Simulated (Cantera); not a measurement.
# Thermodynamics of boron, boron nitride and boron oxide, feed B + O2 + H2

Feed: 1 mol B, 3.7 mol O2, 6.3 mol H2, held at 0.133 bar.

Method: chemical equilibrium by Gibbs-energy minimisation in Cantera with the NASA 1993 tables (ideal gas, pure condensed phases). Candidate condensed phases: B, B2O3, B3O3H3, H2O; 23 gas species. Equilibrium is a limit: real reactors are often held back by kinetics, nucleation or transport.

| T (°C) | x H2O | x HBO2 | x H2 | x OH | x H | x B2O3 |
|---|---|---|---|---|---|---|
| 1602 | 0.795 | 0.143 | 0.0588 | 0.000459 | 0.000436 | 0.00216 |
| 1627 | 0.795 | 0.142 | 0.0589 | 0.000585 | 0.000527 | 0.00225 |
| 1652 | 0.795 | 0.142 | 0.0589 | 0.000741 | 0.000636 | 0.00234 |
| 1677 | 0.795 | 0.142 | 0.0590 | 0.000933 | 0.000763 | 0.00244 |
| 1702 | 0.794 | 0.141 | 0.0591 | 0.00117 | 0.000911 | 0.00253 |
| 1727 | 0.794 | 0.141 | 0.0592 | 0.00145 | 0.00108 | 0.00262 |
| 1752 | 0.793 | 0.141 | 0.0594 | 0.00179 | 0.00129 | 0.00272 |
| 1777 | 0.792 | 0.141 | 0.0597 | 0.00220 | 0.00152 | 0.00281 |
| 1802 | 0.791 | 0.140 | 0.0600 | 0.00269 | 0.00179 | 0.00291 |
| 1827 | 0.790 | 0.140 | 0.0604 | 0.00327 | 0.00210 | 0.00300 |
| 1852 | 0.789 | 0.139 | 0.0610 | 0.00394 | 0.00246 | 0.00309 |
| 1877 | 0.787 | 0.139 | 0.0616 | 0.00473 | 0.00287 | 0.00319 |
| 1902 | 0.784 | 0.138 | 0.0625 | 0.00563 | 0.00334 | 0.00328 |
x: gas mole fraction; nothing condenses.

From 1602 °C to 1902 °C nothing is condensed. The main B-bearing gas is HBO2 throughout.
